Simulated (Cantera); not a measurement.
An isothermal, constant-pressure homogeneous reactor starts with H2 : O2 = 0.29 : 1 (molar parts), equivalence ratio 0.14, at 900 K and 1.28 Torr.

Computed with Cantera and the H2/O2 subset of GRI-Mech 3.0, which has no nitrogen chemistry. Radical loss at walls, strong at low pressure, is not modelled. Below about 950 K walls govern HO2 and H2O2 in real vessels. The temperature is held fixed by assumption; the heat of reaction is taken as removed at once.

x: mole fraction; the columns are a selection and need not sum to one.

| t (s) | x H2 | x O2 | x H2O | x O | x OH | x H2O2 | x H |
|---|---|---|---|---|---|---|---|
| 0.000200 | 0.225 | 0.775 | <1e-12 | <1e-12 | <1e-12 | <1e-12 | 2.01e-12 |
| 0.000752 | 0.225 | 0.775 | <1e-12 | <1e-12 | <1e-12 | <1e-12 | 7.51e-12 |
| 0.00283 | 0.225 | 0.775 | 1.83e-11 | 1.04e-11 | 3.58e-12 | <1e-12 | 3.69e-11 |
| 0.0106 | 0.225 | 0.775 | 1.24e-9 | 3.65e-10 | 1.09e-10 | <1e-12 | 9.82e-10 |
| 0.0399 | 0.225 | 0.775 | 9.37e-5 | 2.54e-5 | 7.59e-6 | 7.29e-11 | 6.78e-5 |
| 0.150 | 0.00782 | 0.698 | 0.190 | 0.0305 | 0.00257 | ? | 0.0706 |
| 0.565 | 0.00153 | 0.740 | 0.247 | 0.00530 | 0.00108 | ? | 0.00485 |
| 2.12 | 5.44e-5 | 0.746 | 0.253 | 0.000178 | 0.000177 | ? | 2.63e-5 |
| 7.98 | 2.82e-6 | 0.747 | 0.253 | 1.03e-5 | 4.28e-5 | ? | 3.68e-7 |
| 30.0 | 3.01e-7 | 0.747 | 0.253 | 1.29e-6 | 1.51e-5 | ? | 1.62e-8 |

Problem. Some entries are withheld; supply them.

Solution. 
- 0.150, x H2O2: 2.10e-8
- 0.565, x H2O2: 4.49e-8
- 2.12, x H2O2: 3.95e-8
- 7.98, x H2O2: 1.38e-8
- 30.0, x H2O2: 4.91e-9
